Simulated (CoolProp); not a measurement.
Vapour-liquid equilibrium of o-xylene (1) + n-decane (2) at 167.25 °C; x and y are mole fractions of (1).

The numbers come from the multi-fluid Helmholtz-energy mixture model, Zhou 2012 and Lemmon 2006; pair parameters Bell 2016 in CoolProp.

| x | bubble pressure (bar) | y at the bubble point | dew pressure at overall composition x (bar) | liquid density (mol/L) |
|---|---|---|---|---|
| 0.05 | 0.8925 | 0.095 | 0.8710 | 4.380 |
| 0.15 | 0.9833 | 0.261 | 0.9209 | 4.573 |
| 0.25 | 1.076 | 0.401 | 0.9770 | 4.781 |
| 0.35 | 1.169 | 0.520 | 1.040 | 5.006 |
| 0.45 | 1.264 | 0.622 | … | 5.248 |
| 0.55 | 1.358 | 0.711 | 1.196 | 5.511 |
| 0.65 | 1.454 | 0.789 | 1.292 | 5.798 |
| 0.75 | … | 0.858 | 1.405 | 6.111 |
| 0.85 | 1.645 | 0.919 | 1.538 | 6.453 |
| 0.95 | 1.742 | 0.974 | 1.698 | … |

Question: Fill in the missing entries.

Answer: 
- 0.45, dew pressure at overall composition x (bar): 1.113
- 0.75, bubble pressure (bar): 1.549
- 0.95, liquid density (mol/L): 6.830

No azeotrope shows between x = 0.05 and 0.95.

Pair parameters are fitted to limited data, so mixtures are less certain than the pure fluids.
